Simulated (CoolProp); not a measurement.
R1132(E) along the isobar 3.06 MPa: Z from the reference equation and from simpler models built on Tc = 348.8 K, pc = 5.174 MPa, ω = 0.245; each cubic takes its own stable root.

Values from CoolProp's reference Helmholtz-energy equation of state, Akasaka 2024.

```tsv
T (K)	phase	reference
270.1	liquid	0.08553
279.4	liquid	0.08506
288.7	liquid	0.08496
297.9	liquid	0.08532
307.2	liquid	0.08634
316.5	liquid	0.08836
325.8	gas	0.6437
335.1	gas	0.6977
344.3	gas	0.7370
353.6	gas	0.7683
362.9	gas	0.7939
372.2	gas	0.8155
381.4	gas	0.8337
390.7	gas	0.8497
400	gas	0.8637
```

Question: How far does each simpler model (van der Waals, Soave-Redlich-Kwong) lie from the reference over these 15 states: mean and median of the absolute difference, and the worst?

Answer: 
- van der Waals: mean 70.6 %, median 8.3 %, worst +689.8 % at 316.5 K and 3.06 MPa
- Soave-Redlich-Kwong: mean 6.4 %, median 1.8 %, worst +18.8 % at 316.5 K and 3.06 MPa

At some of these states van der Waals gives the other phase, because its saturation line lies elsewhere.
